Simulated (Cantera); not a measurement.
## N₂O + O₂ + H₂ (abatement and gas-phase synthesis)

Charge: 1 mol N₂O, 0.15 mol O₂, 6.2 mol H₂, at 1848.15 K.

Equilibrium computed with Cantera from the NASA thermochemical tables; the gas is ideal and each condensed phase is pure. Candidate condensed phases: H₂O; 24 gas species. The ideal-gas law is rough above about 30 bar. Rates play no part.

| P (Pa) | x H₂ | x H₂O | x N₂ | x H | x NH₃ | x OH |
|---|---|---|---|---|---|---|
| 10 | 0.645 | 0.176 | 0.136 | 0.0426 | 5.05e-10 | 0.000855 |
| 65 | 0.666 | 0.179 | 0.138 | 0.0170 | 3.47e-9 | 0.000335 |
| 420 | 0.675 | 0.180 | 0.138 | 0.00673 | 2.29e-8 | 0.000132 |
| 2700 | 0.678 | 0.180 | 0.139 | 0.00266 | 1.49e-7 | 5.20e-5 |
| 17000 | 0.680 | 0.180 | 0.139 | 0.00106 | 9.39e-7 | 2.07e-5 |
| 110000 | 0.680 | 0.181 | 0.139 | 0.000417 | 6.09e-6 | 8.15e-6 |
| 720000 | 0.680 | 0.181 | 0.139 | 0.000163 | 3.99e-5 | 3.19e-6 |
| 4700000 | 0.680 | 0.181 | 0.139 | 6.39e-5 | 0.000260 | 1.25e-6 |
| 30000000 | 0.679 | 0.181 | 0.138 | 2.53e-5 | 0.00165 | 4.95e-7 |
x: gas mole fraction; nothing condenses.

From 0.0750 Torr to 225000 Torr nothing is condensed.
